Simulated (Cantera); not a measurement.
# Equilibrium for thermal oxidation and active oxidation of silicon: Si + CO2 + N2

Feed: 1 mol Si, 0.02 mol CO2, 960 mol N2, held at 1 atm.

Method: chemical equilibrium by Gibbs-energy minimisation in Cantera with the NASA 1993 tables (ideal gas, pure condensed phases). Candidate condensed phases: C, Si, SiC, SiO2, Si2N2O, Si3N4; 34 gas species. N2 is the only nitrogen source here; it is nearly inert below about 1500 K, so the nitride shown seldom forms there in practice. Mutual solubility and eutectic melting of coexisting phases are not modelled. The numbers say what is thermodynamically allowed, not how fast it happens.

```
T (K)  log p N2  log p SiO  log p CO  log p Si  log p SiN  log p Si2N  log p CN  n C(graphite)  n Si2N2O(s)  n Si3N4(s)
-----  --------  ---------  --------  --------  ---------  ----------  --------  -------------  -----------  ----------
1400       0.01      -8.94     -4.86      <-11       <-11        <-11    -11.13        0.00701       0.0270       0.315
1475       0.01      -7.85     -4.68    -11.27     -11.11        <-11    -10.73              0       0.0200       0.320
1550       0.01      -6.86     -4.68    -10.09     -10.07        <-11    -10.54              0       0.0199       0.320
1625       0.01      -5.96     -4.68     -9.02      -9.12      -11.12    -10.37              0       0.0190       0.320
1700       0.01      -5.15     -4.68     -8.04      -8.26       -9.88    -10.21              0       0.0133       0.322
1775       0.01      -4.68     -4.68     -7.15      -7.47       -8.75     -9.80              0            0       0.327
1850       0.01      -4.68     -4.68     -6.33      -6.75       -7.71     -8.98              0            0       0.326
```
log p: log10 of the partial pressure in bar; n: condensed amount in mol.

At 1400 K the condensed part is C(graphite) + Si2N2O(s) + Si3N4(s). From 1475 K to 1700 K the condensed part is Si2N2O(s) + Si3N4(s). From 1775 K to 1850 K the condensed part is Si3N4(s).
